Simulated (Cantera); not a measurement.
A closed system holds: 1 mol TiO2, 0.68 mol MgCl2, 2.3 mol O2, equilibrated at 898 K and 0.260 bar.

Equilibrium computed with Cantera from the NASA thermochemical tables; the gas is ideal and each condensed phase is pure. Candidate condensed phases: Mg, MgCl2, MgO, MgTiO3, MgTi2O5, Mg2TiO4, Ti, TiCl2, TiCl3, TiCl4, TiO, TiO2, Ti2O3, Ti3O5, Ti4O7; 20 gas species. Condensed phases not in the tables: TiOCl, alloys, solid solutions and most ternary compounds. The numbers say what is thermodynamically allowed, not how fast it happens.

Base state: O2 0.742, Cl2 0.258, Cl 7.09e-5 (mole fractions); condensed: MgTiO3(s) + MgTi2O5(s).

Task: What changes in the equilibrium state with this change: MgCl2 from 0.68 to 1.8 mol?

Result: 
```csv
species,before,after
Cl2,0.258,0.562
O2,0.742,0.437
Cl,7.09e-5,0.000105
"MgTiO3(s), mol",0.360,0.200
"MgTi2O5(s), mol",0.320,0
"Mg2TiO4(s), mol",0,0.800
```
